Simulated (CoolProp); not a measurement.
Aqueous ethylene glycol as a coolant, 46 % by mass, freezing at -30.8 °C, 1 atm.

Model: Melinder's fits for secondary coolants, in CoolProp.

| T (°C) | conductivity (W/(m K)) | density (kg/m³) | viscosity (mPa s) | Prandtl number |
|---|---|---|---|---|
| -29.1 | 0.370 | 1079 | 32.7 | 278 |
| -21.7 | 0.375 | 1077 | 20.8 | 177 |
| -14.3 | 0.380 | 1074 | 13.8 | 117 |
| -6.9 | 0.385 | 1072 | 9.56 | 80.9 |
| 0.5 | 0.390 | 1069 | 6.84 | 57.9 |
| 7.9 | 0.395 | 1066 | 5.07 | 42.8 |
| 15.3 | 0.400 | 1062 | 3.87 | 32.6 |
| 22.7 | 0.405 | 1058 | 3.04 | 25.6 |
| 30 | 0.410 | 1054 | 2.46 | 20.6 |
